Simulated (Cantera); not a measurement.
A perfectly stirred reactor is fed with H₂ : O₂ : N₂ : NO = 1 : 0.5 : 1.88 : 0.01 (molar parts), at 4.93 atm; it is adiabatic with a 500 K inlet, and is followed from long to short residence time, starting on the burning branch (τ in s: 0.16, 0.065, 0.027, 0.011, 0.0045, 0.0018, 0.00075, 0.00031, 0.00013, 5.2e-05).

Detailed kinetics in Cantera: GRI-Mech 3.0 (53 species, 325 reactions). The hydrogen kinetics of GRI-Mech 3.0 are dated; newer H2 mechanisms differ, most at raised pressure. The mechanism lacks 2 NO + O2 → 2 NO2 and HONO, so NO2 and the effect of NO are under-described below about 1400 K.

**Question.** Predict: blow-out, bracketed by the residence times tried; x(H₂) at τ = 0.160 s; x(O₂) at τ = 0.160 s; x(NO) at τ = 0.160 s; x(N₂) at τ = 0.160 s; x(H₂O) at τ = 0.160 s; x(H₂) at τ = 1.80 ms; x(O₂) at τ = 1.80 ms; x(NO) at τ = 1.80 ms; x(N₂) at τ = 1.80 ms; x(H₂O) at τ = 1.80 ms.

**Answer.** 
- blow-out, bracketed by the residence times tried: burning at 52.0 µs, the shortest tried
- x(H₂) at τ = 0.160 s: 0.0145
- x(O₂) at τ = 0.160 s: 0.00533
- x(NO) at τ = 0.160 s: 0.00356
- x(N₂) at τ = 0.160 s: 0.643
- x(H₂O) at τ = 0.160 s: 0.323
- x(H₂) at τ = 1.80 ms: 0.0169
- x(O₂) at τ = 1.80 ms: 0.00638
- x(NO) at τ = 1.80 ms: 0.00347
- x(N₂) at τ = 1.80 ms: 0.642
- x(H₂O) at τ = 1.80 ms: 0.319
